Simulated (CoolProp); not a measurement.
Vapour-liquid equilibrium of toluene (1) + n-decane (2) at 0.000298 MPa; x and y are mole fractions of (1).

Model: multi-fluid Helmholtz-energy mixture model, Lemmon 2006 and Lemmon 2006; pair parameters Bell 2016, in CoolProp.

Question: Give the bubble temperature and the first vapour's composition at x = 0.2, 0.35, 0.425. Is there an azeotrope?

Answer: x = 0.2: 275.6 K, y = 0.913; x = 0.35: 268.0 K, y = 0.963; x = 0.425: 265.7 K, y = 0.973. No azeotrope shows between x = 0.05 and 0.95.

Pair parameters are fitted to limited data, so mixtures are less certain than the pure fluids.
